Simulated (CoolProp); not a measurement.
Dimethyl ether along the isotherm 206.75 °C: Z from the reference equation and from simpler models built on Tc = 127.2 °C, pc = 5337 kPa, ω = 0.196; each cubic takes its own stable root.

Computed with CoolProp (reference Helmholtz-energy equation of state, Wu 2011).

```csv
p (kPa),phase,reference,van der Waals,Soave-Redlich-Kwong,Peng-Robinson
84.4,gas,0.9968,0.9970,0.9971,0.9966
192,gas,0.9927,0.9932,0.9934,0.9923
437,gas,0.9834,0.9843,0.9850,0.9824
995,gas,0.9622,0.9638,0.9656,0.9598
2260,gas,0.9137,0.9148,0.9209,0.9083
5150,gas,0.7989,0.7864,0.8155,0.7900
11700,supercritical,0.5658,0.5419,0.6261,0.5889
26700,supercritical,0.6883,0.8530,0.7645,0.6999
```
